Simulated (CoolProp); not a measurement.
R410A at 431.07 K and 0.474 MPa is throttled through a valve to 0.214 MPa with no heat exchange. Each further row changes one setting.

Computed with CoolProp (reference Helmholtz-energy equation of state, Lemmon 2003). It is a pseudo-pure fit of the blend.

| case | temperature change (K) | final density (kg/m³) |
|---|---|---|
| as stated | -1.6 | 4.38 |
| outlet pressure 0.0642 MPa | -2.6 | 1.31 |
| outlet pressure 0.278 MPa | -1.2 | 5.70 |
